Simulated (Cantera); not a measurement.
A Cantera script and what it prints.

```python
import numpy as np
import cantera as ct

gas_names = """
    O2 SO2
""".split()
cond_names = """
    Mg(L) MgO(s) MgS(s) MgSO4(L)
""".split()


# ... load() reads the species with a 1 bar reference pressure and builds the phases ...
species = {s.name: s for s in load("nasa_gas.yaml", gas_names) + load("nasa_condensed.yaml", cond_names)}
T = 1625
g = {n: (s.thermo.h(T) - T * s.thermo.s(T)) / (ct.gas_constant * T * np.log(10)) for n, s in species.items()}
valid = cond_names  # the entries whose range holds T


def stable(la, lb):
    # potentials (over RT ln 10) of the two non-metals from log10 p(O2) and log10 p(SO2) in bar
    mu = {}
    mu["O"] = (g["O2"] + la) / 2
    mu["S"] = (g["SO2"] + lb - 2 * mu["O"]) / 1
    cost = {}
    for n in valid:
        c = species[n].composition
        cost[n] = (g[n] - sum(c.get(e, 0) * m for e, m in mu.items())) / c["Mg"]
    return min(cost, key=cost.get)


results = []
for lb in [1, -0.2, -1.3, -2.5, -3.7, -4.8, -6, -7.2, -8.3, -9.5, -10.7, -11.8, -13]:
    row = [stable(la, lb) for la in [-19, -18, -17.1, -16.1, -15.2, -14.2, -13.3, -12.3, -11.4, -10.4, -9.5, -8.5, -7.6, -6.6, -5.7, -4.7, -3.8, -2.8, -1.9, -0.9, 0, 1]]
    results.append(row)
    print(f"{lb:6.1f}  " + " ".join(f"{valid.index(n):x}" for n in row))
print("key: " + ", ".join(f"{i:x} {n}" for i, n in enumerate(valid)))
```

Result:

```
   1.0  2 2 2 2 2 2 2 2 2 2 2 2 1 1 1 1 1 1 1 1 1 1
  -0.2  2 2 2 2 2 2 2 2 2 2 2 1 1 1 1 1 1 1 1 1 1 1
  -1.3  2 2 2 2 2 2 2 2 2 2 1 1 1 1 1 1 1 1 1 1 1 1
  -2.5  2 2 2 2 2 2 2 2 2 1 1 1 1 1 1 1 1 1 1 1 1 1
  -3.7  2 2 2 2 2 2 2 2 2 1 1 1 1 1 1 1 1 1 1 1 1 1
  -4.8  2 2 2 2 2 2 2 2 1 1 1 1 1 1 1 1 1 1 1 1 1 1
  -6.0  2 2 2 2 2 2 2 1 1 1 1 1 1 1 1 1 1 1 1 1 1 1
  -7.2  2 2 2 2 2 2 1 1 1 1 1 1 1 1 1 1 1 1 1 1 1 1
  -8.3  2 2 2 2 2 1 1 1 1 1 1 1 1 1 1 1 1 1 1 1 1 1
  -9.5  2 2 2 2 2 1 1 1 1 1 1 1 1 1 1 1 1 1 1 1 1 1
 -10.7  2 2 2 2 1 1 1 1 1 1 1 1 1 1 1 1 1 1 1 1 1 1
 -11.8  2 2 2 1 1 1 1 1 1 1 1 1 1 1 1 1 1 1 1 1 1 1
 -13.0  2 2 1 1 1 1 1 1 1 1 1 1 1 1 1 1 1 1 1 1 1 1
key: 0 Mg(L), 1 MgO(s), 2 MgS(s), 3 MgSO4(L)
```

Cantera with NASA thermochemical tables; ideal gases at 1 bar, condensed phases pure. Part of the grid cannot be reached: there another gas would pass 10 bar, or a non-metal would condense.
